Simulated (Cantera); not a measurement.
Mixture: H₂ : O₂ : N₂ = 1 : 0.385 : 1.45 (molar parts), equivalence ratio 1.3, at 27.6 atm, adiabatic and at constant pressure. Ignition delay is the time to a rise of 400 K.

Computed with Cantera and GRI-Mech 3.0 (53 species, 325 reactions). The hydrogen kinetics of GRI-Mech 3.0 are dated; newer H2 mechanisms differ, most at raised pressure. The pressure lies above the range GRI-Mech 3.0 was tuned for (to about 10 atm).

Problem. What does this change do: N2 1.45 to 2.3 parts?

Solution. 
```json
[
 {"quantity": "delay at 975 K", "before": "7.96 ms", "after": "9.83 ms"},
 {"quantity": "delay at 1175 K", "before": "0.159 ms", "after": "0.195 ms"},
 {"quantity": "delay at 1375 K", "before": "4.34 µs", "after": "5.07 µs"},
 {"quantity": "delay at 1575 K", "before": "0.501 µs", "after": "0.661 µs"},
 {"quantity": "delay at 1775 K", "before": "0.245 µs", "after": "0.333 µs"},
 {"quantity": "apparent activation energy between 1675 and 1875 K", "before": "70 kJ/mol", "after": "66 kJ/mol"}
]
```
Where the delays flatten at high temperature, the 400 K rule measures the pace of heat release, not the induction time.
